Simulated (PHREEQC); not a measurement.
Dissolve 0.015 mol/kgw NaOH, 0.0059 mol/kgw H3BO3 and 0.046 mol/kgw KBr at 25 °C. Closed to the air; pH follows from the charge balance.

All values are PHREEQC results (ion-association model, wateq4f.dat), not measurements.

```json
[
 {"quantity": "pH", "before": "11.86", "after": "11.63"},
 {"quantity": "ionic strength (mol/kgw)", "before": "0.0610", "after": "0.0610"},
 {"quantity": "H3BO3 (mol/kgw)", "before": "1.09e-5", "after": "1.86e-5"}
]
```

**Question.** Which change was made?
A) NaOH replaced by Na2SeO3 at the same molality
B) 0.0038 mol/kgw HCl added
C) KBr replaced by K2CO3 at the same molality
D) 0.0052 mol/kgw NH3 added

**Answer.** B, 0.0038 mol/kgw HCl added

This is a speciation only: nothing precipitates in the calculation.
